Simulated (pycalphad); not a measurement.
**Effect of Hf content in Ti-Hf-B**

Computed with pycalphad from the COST 507 light-alloy database (1999), at 1 atm. The database dates from 1999; later assessments differ in places, in temperatures and in the compounds included. Amounts are mole fractions of atoms. Kinetics are ignored, which matters at the lower temperatures.

```
alloy                    liquidus (°C)  first solid  solidus (°C)   phases at 277 °C
-----------------------  -------------  -----------  ------------  -----------------
Ti-8.26Hf-0.68B (at.%)            1641          bcc          1543  hcp 0.99, BM 0.01
Ti-16.52Hf-0.68B (at.%)              …          bcc             …  hcp 0.99, BM 0.01
Ti-24.78Hf-0.68B (at.%)           1659          bcc          1558  hcp 0.99, BM 0.01
```

Q: Complete the blanks.

A: 
- Ti-16.52Hf-0.68B (at.%), liquidus (°C): 1642
- Ti-16.52Hf-0.68B (at.%), solidus (°C): 1548

Database names, with the compositions (at.%) that they take in these runs: BM: Ti 46-50 B 50 Hf 0-4.
